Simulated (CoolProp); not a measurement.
A single-stage vapour-compression cycle with isobutene: evaporating at 329.15 K (dew point), condensing at 350.15 K (bubble point), superheat 2 K, subcooling 8 K, compressor efficiency 0.7, no pressure losses. Each further row changes one setting.

Computed with CoolProp (reference Helmholtz-energy equation of state, Lemmon 2005). It is a short technical equation, of lower accuracy than the large ones.

```
case                              cooling COP  pressure ratio  discharge temperature (K)  refrigerating effect (kJ/kg)  volumetric capacity (kJ/m³)
--------------------------------  -----------  --------------  -------------------------  ----------------------------  ---------------------------
as stated                                10.3            1.62                      353.8                           291                         4960
evaporating temperature 334.15 K         14.0            1.44                      353.3                           297                         5710
condensing temperature 345.15 K          13.8            1.45                      348.5                           304                         5180
subcooling 13 K                          10.7            1.62                      353.8                           304                         5180
superheat 12 K                           10.4            1.62                      363.6                           310                         5040
compressor efficiency 0.6                8.79            1.62                      355.9                           291                         4960
```
